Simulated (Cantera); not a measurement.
Feed: 1 mol PbO, 0.48 mol C, 2.2 mol CO, at 1223 K and 830000 Pa.

These are equilibrium values from Cantera (NASA tables, ideal gas, pure condensed phases), not measurements of a reactor. Candidate condensed phases: C, Pb, PbO, PbO2, Pb3O4; 15 gas species. Rates play no part.

Base state: CO 0.806, CO2 0.194, Pb 0.000109 (mole fractions); condensed: Pb(l).

What changes in the equilibrium state with this change: temperature from 1223 K to 2275 K?


```
species       before    after
----------  --------  -------
CO             0.806    0.592
Pb          0.000109    0.265
CO2            0.194    0.138
PbO          1.56e-9  0.00376
Pb2          5.13e-9  0.00175
Pb(l), mol     1.000        0
```
Gases not in the tables: (PbO)n polymers.
